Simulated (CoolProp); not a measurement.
Values from CoolProp's reference Helmholtz-energy equation of state, Eisenbach 2021.

Problem. For propylene glycol, give the phase and the Z, cp (kJ/(kg K)), cv (kJ/(kg K)), speed of sound (m/s) at 243.15 °C and 5260 kPa; 261.95 °C and 5260 kPa; 318.55 °C and 5260 kPa.

Solution. 
- 243.15 °C and 5260 kPa: liquid; Z 0.111, cp 3.66, cv 3.01, speed of sound 890
- 261.95 °C and 5260 kPa: liquid; Z 0.110, cp 3.77, cv 3.06, speed of sound 831
- 318.55 °C and 5260 kPa: liquid; Z 0.111, cp 4.20, cv 3.21, speed of sound 636
